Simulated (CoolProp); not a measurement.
1-butene at several states: density (kg/m³) from the reference equation and from simpler models built on Tc = 146.1 °C, pc = 4.006 MPa, ω = 0.192; each cubic takes its own stable root.

Values from CoolProp's reference Helmholtz-energy equation of state, Lemmon 2005. It is a short technical equation, of lower accuracy than the large ones.

```csv
T (°C),p (MPa),phase,reference
53.15,0.0207,gas,0.4298
194.25,0.015,gas,0.2168
136.45,0.334,gas,5.684
-151.45,0.0915,liquid,780.9
```

Q: How far does each simpler model (van der Waals, Soave-Redlich-Kwong, Peng-Robinson) lie from the reference over these 4 states: mean and median of the absolute difference, and the worst?

A: 
- van der Waals: mean 10.2 %, median 0.3 %, worst -40.2 % at -151.45 °C and 0.0915 MPa
- Soave-Redlich-Kwong: mean 2.8 %, median 0.0 %, worst -11.0 % at -151.45 °C and 0.0915 MPa
- Peng-Robinson: mean 0.2 %, median 0.1 %, worst -0.4 % at -151.45 °C and 0.0915 MPa
